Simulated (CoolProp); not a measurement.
Nitrogen along the isobar 18500 kPa: Z from the reference equation and from simpler models built on Tc = 126.2 K, pc = 3396 kPa, ω = 0.037; each cubic takes its own stable root.

The numbers come from the reference Helmholtz-energy equation of state, Span 2000 in CoolProp.

| T (K) | phase | reference |
|---|---|---|
| 123.3 | liquid | 0.7574 |
| 156.2 | supercritical | 0.7663 |
| 189 | supercritical | 0.8528 |
| 221.9 | supercritical | 0.9411 |
| 254.7 | supercritical | 1.000 |
| 287.6 | supercritical | 1.037 |
| 320.4 | supercritical | 1.059 |
| 353.2 | supercritical | 1.073 |
| 386.1 | supercritical | 1.081 |

Problem. How far does each simpler model (van der Waals, Redlich-Kwong, Soave-Redlich-Kwong) lie from the reference over these 9 states: mean and median of the absolute difference, and the worst?

Solution. 
- van der Waals: mean 8.6 %, median 4.5 %, worst +29.9 % at 123.3 K and 18500 kPa
- Redlich-Kwong: mean 1.7 %, median 1.8 %, worst -2.5 % at 386.1 K and 18500 kPa
- Soave-Redlich-Kwong: mean 2.0 %, median 1.9 %, worst +3.7 % at 189 K and 18500 kPa
